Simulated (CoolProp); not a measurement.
200 sccm (0 °C, 1 atm) of nitrogen bubbles through liquid toluene at 278.6 K and leaves saturated at a total pressure of 0.0182 MPa (ideal gas phase). Each further row changes one setting.

Model: reference Helmholtz-energy equation of state, Lemmon 2006, in CoolProp. It is a short technical equation, of lower accuracy than the large ones.

| case | vapour pressure (kPa) | mole fraction of vapour | delivery (mg/min) | delivery (sccm) | change of delivery for a bath 1 K warmer (%) |
|---|---|---|---|---|---|
| as stated | 1.27 | 0.0698 | 61.7 | [?] | [?] |
| bath temperature 283.6 K | [?] | 0.0940 | [?] | 20.7 | 6.6 |
| total pressure 0.0364 MPa | 1.27 | 0.0349 | [?] | [?] | 6.5 |

Task: Fill in the missing entries.

Result: 
- as stated, delivery (sccm): 15.0
- as stated, change of delivery for a bath 1 K warmer (%): 6.7
- bath temperature 283.6 K, vapour pressure (kPa): 1.71
- bath temperature 283.6 K, delivery (mg/min): 85.3
- total pressure 0.0364 MPa, delivery (mg/min): 29.7
- total pressure 0.0364 MPa, delivery (sccm): 7.24
